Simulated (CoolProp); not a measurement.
Isobutane at 286.2 K and 0.131 MPa is compressed adiabatically to 0.701 MPa with isentropic efficiency 0.6. Each further row changes one setting.

The numbers come from the reference Helmholtz-energy equation of state, Bücker 2006 in CoolProp.

```
case             work (kJ/kg)  final temperature (K)  final density (kg/m³)
---------------  ------------  ---------------------  ---------------------
as stated                 [?]                    [?]                   15.4
efficiency 1             68.4                  335.6                   17.0
efficiency 0.65           [?]                    [?]                    [?]
```

Task: Complete the blanks.

Result: 
- as stated, work (kJ/kg): 114
- as stated, final temperature (K): 357.8
- efficiency 0.65, work (kJ/kg): 105
- efficiency 0.65, final temperature (K): 353.5
- efficiency 0.65, final density (kg/m³): 15.7
